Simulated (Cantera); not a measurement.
## Catalytic combustion on Pt

An isothermal plug-flow reactor at 850 K and 0.910 bar (inlet), inlet velocity 0.9 m/s, active area per volume 140 1/m; feed 0.915 % CO, 10.2 % O₂, 88.1 % N₂, 0.792 % H₂O, equivalence ratio 0.045.

Computed with Cantera and Deutschmann's 1995 Pt surface mechanism with GRI-Mech 3.0 gas chemistry. Catalytic surfaces can have several steady states; this one follows from the mechanism file's or the stated starting coverage. Mass transfer to the wall is taken as infinitely fast.

```
z (m)       x CO    x O₂    x H₂O    x CO₂  θ free Pt   θ O*    θ OH*     θ CO*
-------  -------  ------  -------  -------  ---------  -----  -------  --------
4.2e-05  0.00694   0.101  0.00793  0.00222      0.484  0.157  0.00194     0.358
8.1e-05  0.00530  0.0998  0.00794  0.00386      0.191  0.795  0.00275    0.0106
0.00016  0.00482  0.0996  0.00794  0.00435      0.136  0.858  0.00241   0.00452
0.0003   0.00433  0.0994  0.00794  0.00484      0.115  0.880  0.00224   0.00283
0.00059  0.00368  0.0991  0.00794  0.00550     0.0991  0.897  0.00210   0.00177
0.0011   0.00294  0.0987  0.00795  0.00624     0.0884  0.908  0.00200   0.00111
0.0022   0.00200  0.0983  0.00795  0.00719     0.0793  0.918  0.00191  0.000600
0.0042   0.00111  0.0979  0.00795  0.00807     0.0732  0.925  0.00184  0.000283
```
x: gas mole fraction; θ: surface coverage.
